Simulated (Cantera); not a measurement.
A freely propagating, adiabatic, planar premixed flame of 22.3 % H₂, 13.1 % O₂, 49.4 % N₂, 15.2 % H₂O, equivalence ratio 0.85, unburnt at 425 K and 35000 Pa; multicomponent transport, grid criteria slope 0.08 and curve 0.16, no radiation.

Detailed kinetics in Cantera: the H2/O2 subset of GRI-Mech 3.0, which has no nitrogen chemistry. Burning velocities carry a grid error of a few per cent, more on coarse grids.

x: mole fraction of selected species; z is measured from the peak of heat release.

| z (mm) | T (K) | u (m/s) | x H₂ | x O₂ | x H₂O | x OH | x H | x O |
|---|---|---|---|---|---|---|---|---|
| -4.06 | 425 | 2.24 | 0.223 | 0.131 | 0.152 | <1e-8 | <1e-8 | <1e-8 |
| -2.71 | 425 | 2.24 | 0.223 | 0.131 | 0.152 | <1e-8 | <1e-8 | <1e-8 |
| -2.03 | 425 | 2.24 | 0.223 | 0.131 | 0.152 | <1e-8 | <1e-8 | <1e-8 |
| -1.35 | 425 | 2.24 | 0.222 | 0.131 | 0.152 | <1e-8 | <1e-8 | 1.01e-8 |
| -0.676 | 439 | 2.29 | 0.213 | 0.133 | 0.154 | 4.42e-6 | 3.32e-6 | … |
| -0.338 | 624 | 3.17 | 0.182 | 0.129 | 0.175 | 0.000501 | 0.00110 | … |
| 0 | 1003 | 4.96 | 0.119 | 0.106 | 0.236 | 0.00122 | 0.0112 | … |
| 0.338 | 1284 | 6.28 | 0.0582 | 0.0663 | 0.310 | 0.00428 | 0.0238 | … |
| 0.676 | 1436 | 6.99 | 0.0340 | 0.0459 | 0.346 | 0.00737 | 0.0250 | … |
| 1.35 | 1582 | 7.65 | 0.0262 | 0.0374 | 0.364 | 0.00958 | 0.0182 | … |
| 2.71 | 1714 | 8.21 | 0.0215 | 0.0330 | 0.377 | 0.0102 | 0.0108 | … |
| 5.41 | 1821 | 8.66 | 0.0158 | 0.0294 | 0.389 | 0.00959 | 0.00559 | … |
| 10.8 | 1901 | 8.99 | 0.0101 | 0.0266 | 0.400 | 0.00809 | 0.00247 | … |

Q: Fill in the missing entries.

A: 
- -0.676, x O: 1.10e-6
- -0.338, x O: 7.60e-5
- 0, x O: 0.00150
- 0.338, x O: 0.00505
- 0.676, x O: 0.00635
- 1.35, x O: 0.00570
- 2.71, x O: 0.00414
- 5.41, x O: 0.00264
- 10.8, x O: 0.00150
